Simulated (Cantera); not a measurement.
**Carbon deposition, reforming and gasification: C2H2 + H2O + N2**

A closed system holds: 1 mol C2H2, 0.87 mol H2O, 17 mol N2, equilibrated at 1.00 bar.

These are equilibrium values from Cantera (NASA tables, ideal gas, pure condensed phases), not measurements of a reactor. Candidate condensed phases: C, C6H6, C7H8, C8H18, H2O; 169 gas species. Ions and electrons are included (thermal ionisation). The numbers say what is thermodynamically allowed, not how fast it happens.

```json
[
 {"T (K)": "2000", "x N2": "0.859", "x H": "0.000494", "x H2": "0.0922", "x CO": "0.0441", "x HCN": "0.00415", "x C": "3.04e-11", "x N": "8.36e-10", "x CN": "5.23e-7", "n C(graphite)": "1.04"},
 {"T (K)": "2500", "x N2": "0.848", "x H": "0.00710", "x H2": "0.0797", "x CO": "0.0439", "x HCN": "0.0184", "x C": "1.66e-7", "x N": "2.69e-7", "x CN": "9.49e-5", "n C(graphite)": "0.683"},
 {"T (K)": "3000", "x N2": "0.820", "x H": "0.0353", "x H2": "0.0499", "x CO": "0.0432", "x HCN": "0.0377", "x C": "4.72e-5", "x N": "1.26e-5", "x CN": "0.00275", "n C(graphite)": "0"},
 {"T (K)": "3500", "x N2": "0.790", "x H": "0.0951", "x H2": "0.0259", "x CO": "0.0415", "x HCN": "0.0228", "x C": "0.00114", "x N": "0.000197", "x CN": "0.0129", "n C(graphite)": "0"},
 {"T (K)": "4000", "x N2": "0.760", "x H": "0.145", "x H2": "0.00823", "x CO": "0.0398", "x HCN": "0.00690", "x C": "0.00755", "x N": "0.00155", "x CN": "0.0253", "n C(graphite)": "0"},
 {"T (K)": "4500", "x N2": "0.742", "x H": "0.161", "x H2": "0.00216", "x CO": "0.0389", "x HCN": "0.00129", "x C": "0.0194", "x N": "0.00775", "x CN": "0.0254", "n C(graphite)": "0"},
 {"T (K)": "5000", "x N2": "0.722", "x H": "0.162", "x H2": "0.000636", "x CO": "0.0380", "x HCN": "0.000224", "x C": "0.0297", "x N": "0.0282", "x CN": "0.0183", "n C(graphite)": "0"}
]
```
x: gas mole fraction; n: condensed amount in mol.

From 2000 K to 2500 K the condensed part is C(graphite). From 3000 K to 5000 K nothing is condensed. The main C-bearing gas is CO throughout.
